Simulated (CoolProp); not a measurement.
A simple Rankine cycle with R134a: condensing at 298.15 K, boiler at 2.03 MPa, turbine inlet 454 K, turbine efficiency 0.8, pump efficiency 0.7, no recuperator. Each further row changes one setting.

Model: reference Helmholtz-energy equation of state, Tillner-Roth 1994, in CoolProp.

```csv
case,thermal efficiency (%),net work (kJ/kg),heat in (kJ/kg),turbine exit temperature (K),volume ratio over the turbine
as stated,8.5,27.8,328,418.7,2.97
condensing temperature 290.15 K,10.0,34.0,339,411.7,3.76
boiler pressure 1.42 MPa,6.0,19.8,332,430.7,2.08
turbine efficiency 0.7,7.4,24.2,328,422.2,3.00
```
